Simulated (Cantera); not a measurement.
An isothermal plug-flow reactor at 750 K and 0.760 bar (inlet), inlet velocity 0.4 m/s, active area per volume 7300 1/m; feed CO : O2 : N2 = 0.0056 : 0.051 : 0.79 (molar parts).

Cantera simulation using Deutschmann's 1995 Pt surface mechanism with GRI-Mech 3.0 gas chemistry; the numbers are that mechanism's predictions, not measurements. Catalytic surfaces can have several steady states; this one follows from the mechanism file's or the stated starting coverage. Mass transfer to the wall is taken as infinitely fast.

One state of this run: x CO = 0.00111; x O2 = 0.0576; x H2O = <1e-12; x CO2 = 0.00553; θ free Pt = 0.0312; θ O* = 0.968. x: gas mole fraction; θ: surface coverage.

Problem. Which value of z (m) does it belong to?
A) 0.0022
B) 0.004
C) 0.0013
D) 0.00013

Solution. D, 0.00013
